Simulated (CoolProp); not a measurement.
Aqueous sodium chloride as a coolant, at 14 °C, 1 atm.

Values from CoolProp's Melinder's fits for secondary coolants.

| mass % | freezing point (°C) | Prandtl number | cp (kJ/(kg K)) | density (kg/m³) | viscosity (mPa s) |
|---|---|---|---|---|---|
| 5.5 | -3.4 | … | … | 1039 | 1.27 |
| 7.1 | -4.4 | … | 3.829 | 1051 | 1.31 |
| 8.7 | … | 8.75 | 3.763 | 1063 | 1.35 |
| 10.2 | -6.7 | … | 3.706 | 1074 | 1.39 |
| 11.8 | … | 9.10 | 3.649 | 1086 | 1.44 |
| 13.4 | -9.4 | … | … | 1099 | 1.49 |
| 15 | -10.9 | 9.58 | 3.544 | 1111 | 1.55 |
| 16.5 | -12.4 | 9.85 | 3.500 | 1123 | 1.61 |
| 18.1 | -14.2 | 10.2 | 3.455 | 1135 | 1.68 |

**Question.** Some entries are withheld; supply them.

**Answer.** 
- 5.5, Prandtl number: 8.50
- 5.5, cp (kJ/(kg K)): 3.900
- 7.1, Prandtl number: 8.61
- 8.7, freezing point (°C): -5.6
- 10.2, Prandtl number: 8.91
- 11.8, freezing point (°C): -8.0
- 13.4, Prandtl number: 9.32
- 13.4, cp (kJ/(kg K)): 3.595
